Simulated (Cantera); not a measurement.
A perfectly stirred reactor is fed with 81.3 % N2O, 18.7 % N2, at 2670 Pa; it is held at 1300 K, and followed from long to short residence time.

Cantera simulation using GRI-Mech 3.0 (53 species, 325 reactions); the numbers are that mechanism's predictions, not measurements. GRI-Mech 3.0 was tuned for natural gas; its chemistry of N2O as a main component is partial and can be far from experiment. Radical loss at walls, strong at low pressure, is not modelled. The mechanism lacks the step 2 NO + O2 → 2 NO2, which can matter for NO2 below about 1400 K. The temperature is held fixed by assumption; the heat of reaction is taken as removed at once.

x: mole fraction; the columns are a selection and need not sum to one.

```
τ (s)   x N2O   x N2      x NO      x O2     x NO2      x O
------  -----  -----  --------  --------  --------  -------
9.9     0.353  0.460    0.0483     0.140   1.54e-5  7.55e-6
4.0       ___    ___       ___       ___       ___  7.60e-6
1.6     0.671  0.271    0.0150    0.0431   3.76e-6  7.62e-6
0.67    0.747  0.226   0.00700    0.0201   1.52e-6  7.63e-6
0.28    0.784  0.204   0.00307   0.00881   5.36e-7  7.63e-6
0.11    0.801  0.194   0.00123   0.00353   1.44e-7  7.62e-6
0.046   0.808  0.190  0.000519   0.00149   3.48e-8  7.60e-6
0.019   0.811  0.188  0.000214  0.000612   6.99e-9  7.56e-6
0.0077  0.812  0.187       ___       ___       ___  7.44e-6
0.0031  0.813  0.187   3.32e-5   9.51e-5  1.89e-10  7.18e-6
```

### Question
Complete the blanks.

### Answer

- 4.0, x N2O: 0.532
- 4.0, x N2: 0.354
- 4.0, x NO: 0.0297
- 4.0, x O2: 0.0852
- 4.0, x NO2: 8.42e-6
- 0.0077, x NO: 8.54e-5
- 0.0077, x O2: 0.000245
- 0.0077, x NO2: 1.21e-9
